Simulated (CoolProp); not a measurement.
The fluid at 435.28 K and 0.942 MPa is compressed adiabatically to 4.67 MPa with isentropic efficiency 0.7. The same conditions are run with several fluids, on thermodynamics alone (safety and materials aside).

Computed with CoolProp (reference Helmholtz-energy equation of state of each fluid (isobutene: Lemmon 2005; oxygen: Schmidt 1985; methanol: de Reuck 1993)).

Rank isobutene, oxygen, methanol by work (kJ/kg), highest first.

oxygen (325), methanol (258), isobutene (135)

| fluid | final temperature (K) | final phase | final density (kg/m³) |
|---|---|---|---|
| isobutene | 515.5 | supercritical | 77.7 |
| oxygen | 758.8 | gas | 23.4 |
| methanol | 580.0 | gas | 35.6 |

Above 300 K oxygen's equation is extrapolated.
